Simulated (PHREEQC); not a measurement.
Consider water at 25 °C with 27 mmol/kgw CdCl2, 61 mmol/kgw CuCl2, 0.11 mmol/kgw NaF and 0.43 mmol/kgw NaCl. It is in equilibrium with CO2 at log p = -2 (atm). Otherwise closed; pH follows from the charge balance.

Equilibrium calculation in PHREEQC: ion-association model, phreeqc.dat.

No solid was allowed to form.

Order these C species by the share of C that they hold, largest first: CO2, CuHCO3+, HCO3-.

CO2 (90 %), CuHCO3+ (9.1 %), HCO3- (1.0 %)

Order these F species by the share of F that they hold, largest first: HF, F-, CuF+, CdF+.

F- (73 %), CuF+ (22 %), HF (4.0 %), CdF+ (1.2 %)

The pH is 4.27 and the ionic strength 0.199 mol/kgw.
